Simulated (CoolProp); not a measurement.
Saturation properties of hydrogen sulfide (Tc = 100.0 °C, pc = 89.99 bar, ω = 0.101).

Model: reference Helmholtz-energy equation of state, Lemmon 2006, in CoolProp. It is a short technical equation, of lower accuracy than the large ones.

```json
[
 {"T (°C)": "-68.15", "p (bar)": "0.6687", "enthalpy of vaporisation (kJ/kg)": "555.5", "liquid cp (kJ/(kg K))": "1.999", "liquid viscosity (µPa s)": "339", "vapour viscosity (µPa s)": "…"},
 {"T (°C)": "-57.45", "p (bar)": "1.168", "enthalpy of vaporisation (kJ/kg)": "543.0", "liquid cp (kJ/(kg K))": "1.995", "liquid viscosity (µPa s)": "282", "vapour viscosity (µPa s)": "8.49"},
 {"T (°C)": "-46.75", "p (bar)": "1.923", "enthalpy of vaporisation (kJ/kg)": "530.0", "liquid cp (kJ/(kg K))": "1.996", "liquid viscosity (µPa s)": "245", "vapour viscosity (µPa s)": "8.84"},
 {"T (°C)": "-36.15", "p (bar)": "…", "enthalpy of vaporisation (kJ/kg)": "516.5", "liquid cp (kJ/(kg K))": "2.005", "liquid viscosity (µPa s)": "218", "vapour viscosity (µPa s)": "9.17"},
 {"T (°C)": "-25.45", "p (bar)": "4.506", "enthalpy of vaporisation (kJ/kg)": "502.0", "liquid cp (kJ/(kg K))": "2.021", "liquid viscosity (µPa s)": "196", "vapour viscosity (µPa s)": "…"},
 {"T (°C)": "-14.75", "p (bar)": "6.523", "enthalpy of vaporisation (kJ/kg)": "486.4", "liquid cp (kJ/(kg K))": "2.045", "liquid viscosity (µPa s)": "…", "vapour viscosity (µPa s)": "9.85"},
 {"T (°C)": "-4.15", "p (bar)": "9.123", "enthalpy of vaporisation (kJ/kg)": "469.8", "liquid cp (kJ/(kg K))": "2.079", "liquid viscosity (µPa s)": "161", "vapour viscosity (µPa s)": "10.2"},
 {"T (°C)": "6.55", "p (bar)": "12.45", "enthalpy of vaporisation (kJ/kg)": "451.5", "liquid cp (kJ/(kg K))": "2.125", "liquid viscosity (µPa s)": "147", "vapour viscosity (µPa s)": "10.6"},
 {"T (°C)": "17.25", "p (bar)": "…", "enthalpy of vaporisation (kJ/kg)": "431.5", "liquid cp (kJ/(kg K))": "2.188", "liquid viscosity (µPa s)": "134", "vapour viscosity (µPa s)": "…"},
 {"T (°C)": "27.85", "p (bar)": "21.62", "enthalpy of vaporisation (kJ/kg)": "409.7", "liquid cp (kJ/(kg K))": "2.271", "liquid viscosity (µPa s)": "121", "vapour viscosity (µPa s)": "11.4"},
 {"T (°C)": "38.55", "p (bar)": "27.71", "enthalpy of vaporisation (kJ/kg)": "385.0", "liquid cp (kJ/(kg K))": "2.386", "liquid viscosity (µPa s)": "109", "vapour viscosity (µPa s)": "12.0"},
 {"T (°C)": "49.25", "p (bar)": "34.97", "enthalpy of vaporisation (kJ/kg)": "357.0", "liquid cp (kJ/(kg K))": "2.552", "liquid viscosity (µPa s)": "…", "vapour viscosity (µPa s)": "12.7"},
 {"T (°C)": "59.95", "p (bar)": "43.50", "enthalpy of vaporisation (kJ/kg)": "324.5", "liquid cp (kJ/(kg K))": "2.805", "liquid viscosity (µPa s)": "87.4", "vapour viscosity (µPa s)": "13.6"}
]
```

**Question.** Some entries are withheld; supply them.

**Answer.** 
- -68.15, vapour viscosity (µPa s): 8.13
- -36.15, p (bar): 3.001
- -25.45, vapour viscosity (µPa s): 9.51
- -14.75, liquid viscosity (µPa s): 177
- 17.25, p (bar): 16.60
- 17.25, vapour viscosity (µPa s): 11.0
- 49.25, liquid viscosity (µPa s): 98.2

It boils at -60.3 °C under 1 atm.

Viscosity comes from a separate model (Quiñones-Cisneros 2012).
